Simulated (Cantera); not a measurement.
A closed system holds: 1 mol SiF4, 4 mol NH3, 13 mol N2, held at 420 Pa.

Equilibrium computed with Cantera from the NASA thermochemical tables; the gas is ideal and each condensed phase is pure. Candidate condensed phases: Si, Si3N4; 37 gas species. Equilibrium is a limit: real reactors are often held back by kinetics, nucleation or transport.

Q: Which condensed phases are stable at each of these points (T (K)): 950, 1000, 1050, 1100, 1150, 1200, 1250, 1300, 1350?

A: 
```csv
T (K),condensed phases,Si condensed (%)
950,Si3N4(s),0.2
1000,Si3N4(s),0.2
1050,Si3N4(s),0.3
1100,Si3N4(s),0.4
1150,Si3N4(s),0.6
1200,Si3N4(s),0.6
1250,Si3N4(s),0.6
1300,Si3N4(s),0.5
1350,gas only,0.0
```

From 950 K to 1300 K the condensed part is Si3N4(s). At 1350 K nothing is condensed.
